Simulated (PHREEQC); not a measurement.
Brine

Solution (25 °C): 3.7 mol/kgw KOH, 0.048 mol/kgw KCl and 0.00018 mol/kgw H4SiO4. Closed to the air; pH follows from the charge balance.

All values are PHREEQC results (Pitzer model, pitzer.dat), not measurements.

The pH is 14.93. The ionic strength is 3.75 mol/kgw and the activity of water comes out as 0.835. The density is 1.151 g/cm³. The osmotic coefficient is 1.333 and the total alkalinity comes out as 3700 meq/kg.

```
species   molality  activity   log γ
--------  --------  --------  ------
K+            3.75      2.91  -0.109
OH-           3.70      7.21   0.290
Cl-         0.0480    0.0276  -0.240
H2SiO4-2  0.000180   2.94e-6  -1.787
H3SiO4-    9.64e-8   5.06e-8  -0.280
```

This is a speciation only: nothing precipitates in the calculation. In brines, pH and single-ion activities rest on the MacInnes convention.
